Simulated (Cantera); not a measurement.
An isothermal, constant-pressure homogeneous reactor starts with CH4 : O2 : N2 = 0.024 : 0.006 : 1 (molar parts), equivalence ratio 8.0, at 1348 K and 1000000 Pa. Integrator tolerance rtol = 1e-08.

Computed with Cantera and GRI-Mech 3.0 (53 species, 325 reactions). GRI-Mech 3.0 stops at C3 and has no aromatics, soot or wall deposition, so with more carbon than oxygen in the feed, carbon stays in small species such as C2H2 where larger ones or solid carbon would form.

Question: What does this change do: 0.039 parts H2 added?

Answer: 
```
quantity                                              before                                    after
-----------------  -----------------------------------------  ---------------------------------------
x(CH4) at 50.0 s     0.00809 (gas-phase equilibrium 0.00460)   0.0152 (gas-phase equilibrium 0.00720)
x(O2) at 50.0 s        <1e-12 (gas-phase equilibrium <1e-12)    <1e-12 (gas-phase equilibrium <1e-12)
x(C2H6) at 50.0 s    6.16e-6 (gas-phase equilibrium 1.12e-6)  1.01e-5 (gas-phase equilibrium 1.42e-6)
x(HO2) at 50.0 s       <1e-12 (gas-phase equilibrium <1e-12)    <1e-12 (gas-phase equilibrium <1e-12)
x(H) at 50.0 s       1.00e-7 (gas-phase equilibrium 1.33e-7)  1.47e-7 (gas-phase equilibrium 1.85e-7)
x(CH2) at 50.0 s   5.15e-12 (gas-phase equilibrium 1.00e-12)  3.03e-12 (gas-phase equilibrium <1e-12)
```
